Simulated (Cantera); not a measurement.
Standard-state values (1 bar) from the NASA 1993 polynomials, evaluated with Cantera. Values are per mole of reaction as written; species without (g) are pure solids or liquids, kept so even where they would boil at 1 bar.

4 FeCl₃(g) + C = 4 FeCl₂(g) + CCl₄(g), with ΔH° = 352.7 kJ and ΔS° = 124.6 J/K at 300 K.

Task: How far is the shortcut ΔG° ≈ ΔH°(300 K) − T·ΔS°(300 K) from the full temperature-dependent value at 2323, 2348, 2373, 2398, 2423, 2448 K?

Result: 
```
T (K)  shortcut (kJ)  full (kJ)  difference (kJ)  difference in log10 K
-----  -------------  ---------  ---------------  ---------------------
2323            63.2       61.2              2.0                  -0.04
2348            60.1       58.0              2.1                  -0.05
2373            57.0       54.7              2.3                  -0.05
2398            53.8       51.4              2.4                  -0.05
2423            50.7       48.1              2.6                  -0.06
2448            47.6       44.8              2.8                  -0.06
```
The shortcut ignores the heat-capacity change of the reaction.
